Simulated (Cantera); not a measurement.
Low-pressure radical oxidation in H2/O2

An isothermal, constant-pressure homogeneous reactor starts with H₂ : O₂ : N₂ = 0.044 : 1 : 0.47 (molar parts), equivalence ratio 0.022, at 1348 K and 20.0 Torr.

Computed with Cantera and GRI-Mech 3.0 (53 species, 325 reactions). Radical loss at walls, strong at low pressure, is not modelled.

```tsv
t (s)	x H₂	x O₂	x O	x NO	x H₂O	x N₂O	x OH
0.000100	0.0291	0.661	5.43e-8	<1e-12	3.72e-8	<1e-12	4.55e-8
0.000239	0.0291	0.661	4.63e-7	<1e-12	5.32e-7	<1e-12	3.67e-7
0.000572	0.0290	0.660	3.47e-5	<1e-12	4.67e-5	<1e-12	2.72e-5
0.00137	0.00230	0.638	0.0178	6.08e-9	0.0224	9.91e-10	0.00467
0.00327	0.000410	0.637	0.0205	4.96e-8	0.0257	6.47e-9	0.00302
0.00782	0.000360	0.639	0.0178	1.31e-7	0.0262	1.08e-8	0.00284
0.0187	0.000269	0.643	0.0130	2.48e-7	0.0270	1.28e-8	0.00246
0.0447	0.000149	0.649	0.00698	3.47e-7	0.0280	1.50e-8	0.00183
0.107	5.40e-5	0.653	0.00249	3.92e-7	0.0288	1.82e-8	0.00111
0.256	1.40e-5	0.655	0.000641	4.08e-7	0.0292	2.15e-8	0.000567
0.612	3.22e-6	0.655	0.000147	4.15e-7	0.0293	2.33e-8	0.000273
1.46	7.88e-7	0.655	3.60e-5	4.19e-7	0.0294	2.29e-8	0.000135
3.50	2.23e-7	0.655	1.02e-5	4.22e-7	0.0295	1.97e-8	7.20e-5
8.36	7.98e-8	0.655	3.66e-6	4.23e-7	0.0295	1.32e-8	4.31e-5
20.0	4.72e-8	0.655	2.17e-6	4.23e-7	0.0295	6.21e-9	3.32e-5
```
x: mole fraction; the columns are a selection and need not sum to one.

Equilibrium at this temperature and pressure: H₂ 4.43e-8, O₂ 0.655, O 2.04e-6, NO 0.000600, H₂O 0.0295, N₂O 4.02e-9, OH 3.21e-5 (gas phase only).
